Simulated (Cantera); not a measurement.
Feed: 1 mol S, 0.043 mol O2, 3.3 mol N2, held at 2048 K and 1 atm.

Method: chemical equilibrium by Gibbs-energy minimisation in Cantera with the NASA 1993 tables (ideal gas, pure condensed phases). Candidate condensed phases: S; 17 gas species. Kinetics and transport are ignored.

Base state: N2 0.862, S2 0.122, SO2 0.00780, SO 0.00601, S 0.00150, S2O 0.000836, SN 1.29e-5 (mole fractions); condensed: gas only.

What changes in the equilibrium state with this change: temperature from 2048 K to 898.15 K?


```tsv
species	before	after
N2	0.862	0.864
S2	0.122	0.124
SO2	0.00780	0.0106
SO	0.00601	7.64e-7
S	0.00150	<1e-9
S8	<1e-9	7.89e-5
SN	1.29e-5	<1e-9
S2O	0.000836	0.00133
```
Gases not in the tables: S3 to S7.
